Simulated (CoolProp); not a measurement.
Vapour-liquid equilibrium of R152A (1) + n-butane (2) at -37.35 °C; x and y are mole fractions of (1).

Computed with CoolProp (multi-fluid Helmholtz-energy mixture model, Outcalt 1996 and Bücker 2006; pair parameters Bell 2016).

### Question
Give the bubble pressure and the first vapour's composition at x = 0.35, 0.65, 0.8. Is there an azeotrope?

### Answer
x = 0.35: 0.05766 MPa, y = 0.718; x = 0.65: 0.05940 MPa, y = 0.743; x = 0.8: 0.05971 MPa, y = 0.782. y crosses x between x = 0.65 and 0.8: the model has an azeotrope there.

The pair parameters rest on a limited set of measurements; away from them the model extrapolates. With so large a gap from Raoult's law the liquid may split in two, which this calculation doesn't test in full.
